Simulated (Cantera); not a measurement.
What does this Cantera script print?

```python
import numpy as np
import cantera as ct

gas_names = [...]  # 87 gases of nasa_gas.yaml made of C, H, Si
cond_names = """
    C(gr) C6H6(L) C7H8(L) C8H18(L),n-octa Si(cr) Si(L) SiC(b)
""".split()


# ... load() reads the species with a 1 bar reference pressure and builds the phases ...
atoms = {
    'SiH4': {'Si': 1, 'H': 4},
    'C2H4': {'C': 2, 'H': 4},
    'H2': {'H': 2},
}
top_T = {'C(gr)': 4500, 'SiC(b)': 3050}  # K; cautious upper limits of use, not melting points


# ... equilibrate(T, P, feed) seeds the gas with the atoms and calls Mixture.equilibrate('TP', solver="vcs", rtol=1e-11, max_steps=5000) ...
results = []
feed = {'SiH4': 1, 'C2H4': 0.94, 'H2': 100}  # mol
T = 998  # K
P = 2300  # Pa
mix = equilibrate(T, P, feed)
results.append((T, P, feed, dict(zip(mix.species_names, mix.species_moles))))
x = sorted(zip(gas.X, gas.species_names), reverse=True)
print(f"T = {T:g} K  P = {P:g} Pa  gas = {mix.phase_moles(0):.4g} mol")
print("   x: " + "  ".join(f"{s} {v:.3e}" for v, s in x if v > 0.001))
print("   condensed (mol): " + ("  ".join(f"{mix.phase(i).name} {mix.phase_moles(i):.4g}"
      for i in range(1, mix.n_phases) if mix.phase_moles(i) > 1e-12) or "none"))
```

Output:

```
T = 998 K  P = 2300 Pa  gas = 103.6 mol
   x: H2 9.978e-01  CH4 2.234e-03
   condensed (mol): C(gr) 0.6485  SiC(b) 1
```

These are equilibrium values from Cantera (NASA tables, ideal gas, pure condensed phases), not measurements of a reactor.
